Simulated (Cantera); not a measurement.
A closed system holds: 1 mol B, 1.1 mol H2O, 0.26 mol N2, 4.6 mol H2, at 1200 K and 0.133 bar.

Equilibrium computed with Cantera from the NASA thermochemical tables; the gas is ideal and each condensed phase is pure. Candidate condensed phases: B, BN, B2O3, B3O3H3, H2O; 39 gas species. N2 is the only nitrogen source here; it is nearly inert below about 1500 K, so the nitride shown seldom forms there in practice. Mutual solubility and eutectic melting of coexisting phases are not modelled. Gases not in the tables: H3BO3. Equilibrium is a limit: real reactors are often held back by kinetics, nucleation or transport.

Base state: H2 0.977, N2 0.0213, H2O 0.00123, HBO2 8.00e-5 (mole fractions); condensed: BN(s) + B2O3(l).

### Question
What changes in the equilibrium state with this change: temperature from 1200 K to 1850 K?

### Answer
| species | before | after |
|---|---|---|
| H2 | 0.977 | 0.864 |
| HBO | 3.35e-6 | 0.0537 |
| N2 | 0.0213 | 0.0305 |
| B2O3 | 6.90e-8 | 0.0222 |
| B2O2 | <1e-9 | 0.0116 |
| HBO2 | 8.00e-5 | 0.0139 |
| BO | <1e-9 | 0.00144 |
| H | 5.34e-7 | 0.00137 |
| B3O3H3 | 2.22e-8 | 4.12e-5 |
| H2O | 0.00123 | 0.000710 |
| BN(s), mol | 0.272 | 0.133 |
| B2O3(l), mol | 0.364 | 0 |

### Question
What changes in the equilibrium state with this change: B replaced by B2O3?

### Answer
```
species        before     after
------------  -------  --------
H2              0.977     0.772
H2O           0.00123     0.184
N2             0.0213    0.0436
HBO2          8.00e-5  0.000976
(HBO2)3       1.85e-7  0.000335
BN(s), mol      0.272         0
B2O3(l), mol    0.364     0.994
```
